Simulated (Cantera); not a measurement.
Input: 1 mol Pb, 0.14 mol H₂O, 28 mol CO, at 973.15 K and 840000 Pa.

These are equilibrium values from Cantera (NASA tables, ideal gas, pure condensed phases), not measurements of a reactor. Candidate condensed phases: C, C₆H₆, C₇H₈, C₈H₁₈, H₂O, Pb, PbO, PbO₂, Pb₃O₄; 113 gas species. Kinetics and transport are ignored.

Base state: CO₂ 0.702, CO 0.289, H₂O 0.00507, H₂ 0.00336, CH₄ 1.22e-5 (mole fractions); condensed: C(graphite) + Pb(l).

Task: What changes in the equilibrium state with this change: temperature from 973.15 K to 1098 K?

Result: 
```
species            before    after
----------------  -------  -------
CO                  0.289    0.660
CO₂                 0.702    0.334
H₂                0.00336  0.00437
H₂O               0.00507  0.00223
Pb                1.05e-6  1.39e-5
CH₄               1.22e-5  5.87e-6
C(graphite), mol     11.6     6.97
Pb(l), mol          1.000    1.000
```
